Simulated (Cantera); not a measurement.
A closed system holds: 1 mol SiCl4, 0.55 mol Cl2, 11 mol H2, held at 1 atm.

Method: chemical equilibrium by Gibbs-energy minimisation in Cantera with the NASA 1993 tables (ideal gas, pure condensed phases). Candidate condensed phases: Si; 19 gas species. The tables' values for SiCl3 are old estimates; treat these amounts as uncertain. Equilibrium is a limit: real reactors are often held back by kinetics, nucleation or transport.

log p: log10 of the partial pressure in bar; nothing condenses.

```csv
T (°C),log p H2,log p HCl,log p SiCl4,log p SiHCl3,log p SiCl3,log p SiCl2
675,-0.08,-1.04,-1.11,-2.50,-4.53,-6.41
700,-0.08,-1.03,-1.11,-2.41,-4.29,-6.00
725,-0.08,-1.03,-1.12,-2.33,-4.06,-5.61
750,-0.08,-1.02,-1.13,-2.25,-3.85,-5.24
775,-0.08,-1.02,-1.13,…,-3.65,…
800,-0.08,-1.01,-1.14,-2.12,-3.46,-4.57
825,-0.08,-1.01,-1.15,-2.06,-3.28,-4.26
850,-0.08,-1.00,-1.16,-2.00,-3.11,-3.97
875,-0.08,-0.99,-1.17,-1.95,-2.95,…
900,-0.08,-0.98,-1.18,-1.91,-2.81,-3.44
925,-0.08,-0.97,-1.19,-1.87,-2.67,-3.20
950,-0.08,-0.96,-1.21,-1.84,-2.54,-2.98
975,-0.09,-0.95,-1.23,-1.82,-2.43,-2.77
1000,-0.09,-0.94,-1.25,-1.80,-2.32,-2.58
```

What belongs in the gaps?


- 875, log p SiCl2: -3.70
- 775, log p SiHCl3: -2.18
- 775, log p SiCl2: -4.90
